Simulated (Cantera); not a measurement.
A closed system holds: 1 mol CH3F, 0.016 mol HCl, at 3073 K and 1.00 bar.

These are equilibrium values from Cantera (NASA tables, ideal gas, pure condensed phases), not measurements of a reactor. Candidate condensed phases: C, C6H6, C7H8, C8H18; 118 gas species. Rates play no part.

Base state: HF 0.463, H2 0.375, H 0.120, C2H2 (acetylene) 0.0287, HCl 0.00610, C2H 0.00175, Cl 0.00133, F 0.00105 (mole fractions); condensed: C(graphite).

Q: What changes in the equilibrium state with this change: temperature from 3073 K to 725 K?

A: 
```
species             before  after
----------------  --------  -----
HF                   0.463  0.595
CH4                1.02e-5  0.199
H2                   0.375  0.197
H                    0.120  <1e-9
C2H2 (acetylene)    0.0287  <1e-9
C2H                0.00175  <1e-9
Cl                 0.00133  <1e-9
F                  0.00105  <1e-9
C4H2              0.000916  <1e-9
C(graphite), mol     0.854  0.666
```

Q: What changes in the equilibrium state with this change: temperature from 3073 K to 3450 K?

A: 
| species | before | after |
|---|---|---|
| HF | 0.463 | 0.407 |
| H | 0.120 | 0.255 |
| H2 | 0.375 | 0.234 |
| C3 | 0.000666 | 0.0197 |
| C2H | 0.00175 | 0.0147 |
| C2H2 (acetylene) | 0.0287 | 0.0452 |
| C5 | 1.51e-5 | 0.00118 |
| C4 | 2.76e-6 | 0.000206 |
| C2 | 6.87e-5 | 0.00219 |
| C(graphite), mol | 0.854 | 0.489 |
